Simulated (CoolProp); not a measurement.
The fluid at 325.5 K and 0.493 MPa is compressed adiabatically to 1.25 MPa with isentropic efficiency 0.7. The same conditions are run with several fluids, on thermodynamics alone (safety and materials aside).

The numbers come from the reference Helmholtz-energy equation of state of each fluid (R115: Lemmon 2016; ethane: Bücker 2006; R407C: Lemmon 2003; propylene: Lemmon 2013; R227EA: Lemmon 2016) in CoolProp. Blends and air are pseudo-pure fits.

### Question
Rank R115, ethane, R407C, propylene, R227EA by work (kJ/kg), highest first.

### Answer
ethane (124), propylene (84.0), R407C (40.7), R115 (21.6), R227EA (18.5)

```tsv
fluid	final temperature (K)	final density (kg/m³)
R115	359.9	74.8
ethane	390.8	12.0
R407C	376.1	37.8
propylene	379.7	18.3
R227EA	355.4	91.0
```
